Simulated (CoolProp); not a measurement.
Computed with CoolProp (reference Helmholtz-energy equation of state, Lemmon 2006). It is a short technical equation, of lower accuracy than the large ones.

Question: For C2F6 (R116), give the phase and the cp (kJ/(kg K)), expansivity (1/kK) at 273.9 K and 4.42 bar.

Answer: 
- 273.9 K and 4.42 bar: gas; cp 0.763, expansivity 4.55
